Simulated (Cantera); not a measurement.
Input: 1 mol TEOS, 4.8 mol O₃, at 1448.15 K and 10.0 mbar.

Cantera equilibrium calculation (NASA polynomials, part measured and part estimated; ideal gas, pure solids and liquids). Candidate condensed phases: C, C₆H₆, C₇H₈, C₈H₁₈, H₂O, Si, SiC, SiO₂; 123 gas species. The feed counts by its element totals alone. The tables hold silica as quartz up to 1696 K and as liquid above; real silica turns to tridymite and cristobalite and melts near 1996 K. The numbers say what is thermodynamically allowed, not how fast it happens.

Base state: H₂O 0.311, CO 0.289, H₂ 0.244, CO₂ 0.155, H 4.56e-5 (mole fractions); condensed: SiO₂(β-quartz).

What changes in the equilibrium state with this change: temperature from 1448.15 K to 1798 K?


```tsv
species	before	after
H₂O	0.311	0.337
CO	0.289	0.315
H₂	0.244	0.217
CO₂	0.155	0.129
SiO	2.84e-8	0.000135
OH	1.39e-6	0.000168
H	4.56e-5	0.00164
SiO₂(β-quartz), mol	1.000	0
SiO₂(condensed), mol	0	0.998
```

What changes in the equilibrium state with this change: O₃ from 4.8 to 1.6 mol?


```csv
species,before,after
H₂,0.244,0.567
CO,0.289,0.431
SiO,2.84e-8,0.00195
H₂O,0.311,1.05e-5
CO₂,0.155,3.38e-6
H,4.56e-5,6.95e-5
"SiO₂(β-quartz), mol",1.000,0.577
"SiC(s), mol",0,0.389
```
Mutual solubility and eutectic melting of coexisting phases are not modelled.
